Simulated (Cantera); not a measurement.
Cantera run, input and output.

```python
import numpy as np
import cantera as ct

gas = ct.Solution("gri30.yaml")
gas.TPX = 950, 15000, {'H2': 1.7, 'O2': 1, 'N2': 16}
inlet = ct.Reservoir(gas, clone=True)

reactor = ct.IdealGasConstPressureReactor(gas, energy="off", clone=False)
exhaust = ct.Reservoir(gas, clone=True)
tau = [0.45, 0.24, 0.13, 0.07, 0.038, 0.02, 0.011, 0.0059, 0.0032, 0.0017][0]
for a, b in ((inlet, reactor), (reactor, exhaust)):
    ct.MassFlowController(a, b, mdot=lambda t: reactor.mass / tau)
net = ct.ReactorNet([reactor])
show = ['H2', 'O2', 'O', 'H2O', 'OH', 'NO']

rows = []
print(f"{'tau/s':>10s}{'T/K':>9s}" + "".join(f"{s:>11s}" for s in show))
for tau in [0.45, 0.24, 0.13, 0.07, 0.038, 0.02, 0.011, 0.0059, 0.0032, 0.0017]:
    net.initial_time = 0.0
    net.advance(30 * tau)
    before = gas.X
    net.advance(40 * tau)
    drift = np.max(np.abs(gas.X - before) / (gas.X + 1e-9))
    rows.append([gas.T, *gas[show].X, drift])
    print(f"{tau:10.3e}{gas.T:9.1f}" + "".join(f"{x:11.3e}" for x in gas[show].X))
```

Output:

```
     tau/s      T/K         H2         O2          O        H2O         OH         NO
 4.500e-01    950.0  1.868e-03  9.343e-03  7.009e-05  9.308e-02  7.272e-05  1.589e-07
 2.400e-01    950.0  2.662e-03  9.768e-03  1.021e-04  9.211e-02  9.241e-05  2.170e-07
 1.300e-01    950.0  3.737e-03  1.036e-02  1.458e-04  9.077e-02  1.165e-04  2.849e-07
 7.000e-02    950.0  5.228e-03  1.120e-02  2.066e-04  8.887e-02  1.465e-04  3.608e-07
 3.800e-02    950.0  7.233e-03  1.235e-02  2.878e-04  8.626e-02  1.827e-04  4.355e-07
 2.000e-02    950.0  1.010e-02  1.401e-02  4.015e-04  8.249e-02  2.284e-04  5.018e-07
 1.100e-02    950.0  1.367e-02  1.611e-02  5.375e-04  7.777e-02  2.783e-04  5.392e-07
 5.900e-03    950.0  1.861e-02  1.899e-02  7.108e-04  7.131e-02  3.367e-04  5.398e-07
 3.200e-03    950.0  2.502e-02  2.265e-02  9.026e-04  6.314e-02  3.957e-04  4.918e-07
 1.700e-03    950.0  3.381e-02  2.748e-02  1.090e-03  5.254e-02  4.464e-04  3.878e-07
```

Computed with Cantera and GRI-Mech 3.0 (53 species, 325 reactions). The temperature is held fixed by assumption; the heat of reaction is taken as removed at once.
